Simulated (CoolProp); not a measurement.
Properties of n-dodecane at several states.

Model: reference Helmholtz-energy equation of state, Lemmon 2004, in CoolProp. It is a short technical equation, of lower accuracy than the large ones.

| T (K) | p (MPa) | phase | density (kg/m³) | cp (kJ/(kg K)) | Joule-Thomson coefficient (K/MPa) | conductivity (mW/(m K)) |
|---|---|---|---|---|---|---|
| 274.4 | 0.116 | liquid | … | 2.141 | … | 141 |
| 528.8 | 0.597 | liquid | 556.5 | … | 0.007953 | 87.9 |
| 341.2 | 0.0875 | liquid | 713.9 | 2.364 | -0.3825 | … |
| 452.8 | 0.0862 | liquid | … | … | -0.2186 | 102 |
| 608.6 | 1.97 | liquid | 464.0 | … | … | 75.3 |

### Question
Complete the blanks.

### Answer

- 274.4, density (kg/m³): 763.4
- 274.4, Joule-Thomson coefficient (K/MPa): -0.4471
- 528.8, cp (kJ/(kg K)): 3.132
- 341.2, conductivity (mW/(m K)): 125
- 452.8, density (kg/m³): 626.6
- 452.8, cp (kJ/(kg K)): 2.810
- 608.6, cp (kJ/(kg K)): 3.511
- 608.6, Joule-Thomson coefficient (K/MPa): 0.6713

Thermal conductivity comes from a separate model (Huber 2004).
